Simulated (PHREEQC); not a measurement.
Solution A (0.0088 mol/kgw NaHCO3 and 0.00022 mol/kgw Na2B4O7) is mixed with solution B (0.0072 mol/kgw HF, 0.00015 mol/kgw H2SiF6, 5e-05 mol/kgw HBF4 and 0.23 mol/kgw HCl) at 25 °C; shares are by mass of water, 1 kg in all. O2 is buffered at 0.21 atm. No CO2 enters from the air. Solids allowed: Quartz, Halite. Others were left out.

Computed with PHREEQC (ion-association model, phreeqc.dat).

| share of solution B | pH | HCO3- (mol/kgw) | H3BO3 (mol/kgw) | CO2 (mol/kgw) |
|---|---|---|---|---|
| 0 | 8.66 | 0.00845 | 0.000680 | 3.74e-5 |
| 0.1 | 1.89 | 3.12e-7 | 0.000795 | 0.00792 |
| 0.25 | 1.37 | 8.42e-8 | 0.000657 | 0.00660 |
| 0.4 | 1.14 | 4.20e-8 | 0.000507 | 0.00528 |
| 0.5 | 1.04 | 2.83e-8 | 0.000405 | 0.00440 |
| 0.6 | 0.96 | 1.92e-8 | 0.000307 | 0.00352 |
| 0.75 | 0.86 | 9.79e-9 | 0.000176 | 0.00220 |
| 0.9 | 0.78 | 3.33e-9 | 7.28e-5 | 0.000880 |
| 1 | 0.74 | 0 | 2.27e-5 | 0 |

SiF6-2 is the database's only silicon fluoride. Real BF4- forms and hydrolyses slowly; the run takes it at equilibrium.
